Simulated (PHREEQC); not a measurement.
Solution (25 °C): 0.0056 mmol/kgw CO2 and 4.2 mmol/kgw K2CO3. Closed to the air; pH follows from the charge balance.

All values are PHREEQC results (Pitzer model, pitzer.dat), not measurements.

Q: The ionic strength comes out as 0.0118 mol/kgw. What activity coefficients do K+, OH-, HCO3-, CO3-2 get?

A: K+ 0.89, OH- 0.90, HCO3- 0.89, CO3-2 0.65. Single-ion values are on the MacInnes scale.

Precipitation was switched off in this run.
